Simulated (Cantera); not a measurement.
A Cantera script and its output.

```python
import numpy as np
import cantera as ct

surf = ct.Interface("diamond.yaml", "diamond_100")
gas, bulk = surf.adjacent["gas"], surf.adjacent["diamond"]
k = surf.kinetics_species_index(bulk.species_names[0])
cover = ["c6HH", "c6H*", "c6*H", "c6**", "c6HM", "c6B"]

rows, drift = [], 0.0
print(f"{'xCH3':>10s}{'um/h':>11s}" + "".join(f"{s:>11s}" for s in cover))
for v in [1e-06, 2.3e-06, 5.5e-06, 1.3e-05, 3e-05, 7e-05, 0.00016, 0.00038, 0.00089]:
    T, P, xH, xCH3 = 1225, 1600, 0.044, v
    gas.TPX = T, P, {"H": xH, "CH3": xCH3, "CH4": 0.028, "H2": 1 - xH - xCH3 - 0.028}
    surf.TP = bulk.TP = T, P
    surf.coverages = "c6H*:0.1, c6HH:0.9"
    surf.advance_coverages(100.0)
    before = surf.coverages
    surf.advance_coverages(100.0)
    drift = max(drift, np.max(np.abs(surf.coverages - before) / (surf.coverages + 1e-9)))
    rate = surf.net_production_rates[k] * bulk.mean_molecular_weight / bulk.density * 3.6e9
    rows.append([rate, *surf[cover].coverages])
    print(f"{v:10.4g}{rate:11.4e}" + "".join(f"{x:11.3e}" for x in rows[-1][1:]))
```

Output:

```
      xCH3       um/h       c6HH       c6H*       c6*H       c6**       c6HM        c6B
     1e-06 8.5095e-03  4.209e-01  4.137e-02  5.028e-01  3.489e-02  2.214e-06  2.309e-11
   2.3e-06 1.9572e-02  4.209e-01  4.137e-02  5.028e-01  3.489e-02  5.091e-06  5.311e-11
   5.5e-06 4.6801e-02  4.209e-01  4.137e-02  5.028e-01  3.489e-02  1.217e-05  1.270e-10
   1.3e-05 1.1061e-01  4.209e-01  4.136e-02  5.028e-01  3.489e-02  2.877e-05  3.002e-10
     3e-05 2.5523e-01  4.209e-01  4.136e-02  5.027e-01  3.488e-02  6.639e-05  6.926e-10
     7e-05 5.9538e-01  4.208e-01  4.135e-02  5.027e-01  3.487e-02  1.549e-04  1.616e-09
   0.00016 1.3600e+00  4.207e-01  4.134e-02  5.025e-01  3.484e-02  3.538e-04  3.690e-09
   0.00038 3.2251e+00  4.204e-01  4.130e-02  5.020e-01  3.476e-02  8.391e-04  8.751e-09
   0.00089 7.5268e+00  4.196e-01  4.122e-02  5.010e-01  3.459e-02  1.959e-03  2.042e-08
```

Detailed kinetics in Cantera: the Harris–Goodwin 1993 mechanism for the reconstructed diamond (100) surface.
